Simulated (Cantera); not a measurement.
Input: 1 mol Si, 0.0097 mol O₂, 72 mol H₂, equilibrated at 0.360 Torr.

These are equilibrium values from Cantera (NASA tables, ideal gas, pure condensed phases), not measurements of a reactor. Candidate condensed phases: H₂O, Si, SiO₂; 18 gas species. Mutual solubility and eutectic melting of coexisting phases are not modelled. The tables hold silica as quartz up to 1696 K and as liquid above; real silica turns to tridymite and cristobalite and melts near 1996 K. Kinetics and transport are ignored.

log p: log10 of the partial pressure in bar; n: condensed amount in mol.

```csv
T (°C),log p H₂,log p SiO,log p H,log p H₂O,log p SiH₂,log p Si,n Si(s),n SiO₂(β-quartz)
752,-3.32,…,-10.02,-12.07,-13.04,-15.18,0.990,0.00959
777,-3.32,…,-9.75,-11.82,-12.75,-14.64,0.990,0.00942
802,-3.32,…,-9.49,-11.59,-12.47,-14.12,0.990,0.00898
827,-3.32,…,-9.25,-11.36,-12.20,-13.63,0.989,0.00797
852,-3.32,…,-9.01,-11.15,-11.94,-13.15,0.986,0.00569
877,-3.32,-6.92,-8.79,-10.94,-11.70,-12.70,0.981,0.000755
902,-3.32,-6.89,-8.57,-11.04,-11.47,-12.27,0.981,0
927,-3.32,-6.89,-8.36,-11.17,-11.24,-11.86,0.981,0
```

### Question
Complete the blanks.

### Answer

- 752, log p SiO: -8.84
- 777, log p SiO: -8.42
- 802, log p SiO: -8.02
- 827, log p SiO: -7.64
- 852, log p SiO: -7.27
